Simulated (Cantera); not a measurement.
**TiCl4 + CH4 + H2 + C3H8 (titanium nitride, carbide and oxide coatings)**

A closed system holds: 1 mol TiCl4, 3.3 mol CH4, 260 mol H2, 0.37 mol C3H8, at 0.100 bar.

Method: chemical equilibrium by Gibbs-energy minimisation in Cantera with the NASA 1993 tables (ideal gas, pure condensed phases). Candidate condensed phases: C, C6H6, C7H8, C8H18, Ti, TiC, TiCl2, TiCl3, TiCl4; 96 gas species. TiC: taken at fixed stoichiometry. Equilibrium is a limit: real reactors are often held back by kinetics, nucleation or transport.

```json
[
 {"T (°C)": "827", "x H2": "0.982", "x HCl": "0.0148", "x CH4": "0.00346", "x H": "8.10e-8", "x C2H2 (acetylene)": "1.31e-8", "x Cl": "1.10e-9", "x CH3": "5.22e-9", "x TiCl3": "2.98e-6", "n C(graphite)": "2.48", "n TiC(s)": "0.999"},
 {"T (°C)": "902", "x H2": "0.983", "x HCl": "0.0148", "x CH4": "0.00185", "x H": "3.84e-7", "x C2H2 (acetylene)": "6.26e-8", "x Cl": "5.07e-9", "x CH3": "1.37e-8", "x TiCl3": "1.78e-6", "n C(graphite)": "2.91", "n TiC(s)": "0.999"},
 {"T (°C)": "977", "x H2": "0.984", "x HCl": "0.0148", "x CH4": "0.00106", "x H": "1.52e-6", "x C2H2 (acetylene)": "2.48e-7", "x Cl": "1.95e-8", "x CH3": "3.18e-8", "x TiCl3": "1.14e-6", "n C(graphite)": "3.12", "n TiC(s)": "1.000"},
 {"T (°C)": "1052", "x H2": "0.985", "x HCl": "0.0148", "x CH4": "0.000651", "x H": "5.13e-6", "x C2H2 (acetylene)": "8.38e-7", "x Cl": "6.47e-8", "x CH3": "6.70e-8", "x TiCl3": "7.69e-7", "n C(graphite)": "3.23", "n TiC(s)": "1.000"},
 {"T (°C)": "1127", "x H2": "0.985", "x HCl": "0.0148", "x CH4": "0.000419", "x H": "1.53e-5", "x C2H2 (acetylene)": "2.48e-6", "x Cl": "1.89e-7", "x CH3": "1.30e-7", "x TiCl3": "5.42e-7", "n C(graphite)": "3.30", "n TiC(s)": "1.000"},
 {"T (°C)": "1202", "x H2": "0.985", "x HCl": "0.0148", "x CH4": "0.000282", "x H": "4.07e-5", "x C2H2 (acetylene)": "6.57e-6", "x Cl": "4.96e-7", "x CH3": "2.36e-7", "x TiCl3": "3.96e-7", "n C(graphite)": "3.33", "n TiC(s)": "1.000"},
 {"T (°C)": "1277", "x H2": "0.985", "x HCl": "0.0148", "x CH4": "0.000197", "x H": "9.88e-5", "x C2H2 (acetylene)": "1.58e-5", "x Cl": "1.19e-6", "x CH3": "4.02e-7", "x TiCl3": "2.98e-7", "n C(graphite)": "3.35", "n TiC(s)": "1.000"},
 {"T (°C)": "1352", "x H2": "0.985", "x HCl": "0.0148", "x CH4": "0.000143", "x H": "0.000221", "x C2H2 (acetylene)": "3.50e-5", "x Cl": "2.62e-6", "x CH3": "6.53e-7", "x TiCl3": "2.31e-7", "n C(graphite)": "3.35", "n TiC(s)": "1.000"},
 {"T (°C)": "1427", "x H2": "0.985", "x HCl": "0.0148", "x CH4": "0.000106", "x H": "0.000462", "x C2H2 (acetylene)": "7.23e-5", "x Cl": "5.40e-6", "x CH3": "1.01e-6", "x TiCl3": "1.83e-7", "n C(graphite)": "3.34", "n TiC(s)": "1.000"},
 {"T (°C)": "1502", "x H2": "0.984", "x HCl": "0.0148", "x CH4": "8.11e-5", "x H": "0.000908", "x C2H2 (acetylene)": "0.000140", "x Cl": "1.05e-5", "x CH3": "1.52e-6", "x TiCl3": "1.47e-7", "n C(graphite)": "3.31", "n TiC(s)": "1.000"},
 {"T (°C)": "1577", "x H2": "0.983", "x HCl": "0.0148", "x CH4": "6.33e-5", "x H": "0.00169", "x C2H2 (acetylene)": "0.000257", "x Cl": "1.93e-5", "x CH3": "2.19e-6", "x TiCl3": "1.21e-7", "n C(graphite)": "3.25", "n TiC(s)": "1.000"},
 {"T (°C)": "1652", "x H2": "0.982", "x HCl": "0.0148", "x CH4": "5.03e-5", "x H": "0.00300", "x C2H2 (acetylene)": "0.000450", "x Cl": "3.39e-5", "x CH3": "3.07e-6", "x TiCl3": "1.00e-7", "n C(graphite)": "3.15", "n TiC(s)": "1.000"}
]
```
x: gas mole fraction; n: condensed amount in mol.

From 827 °C to 1652 °C the condensed part is C(graphite) + TiC(s).
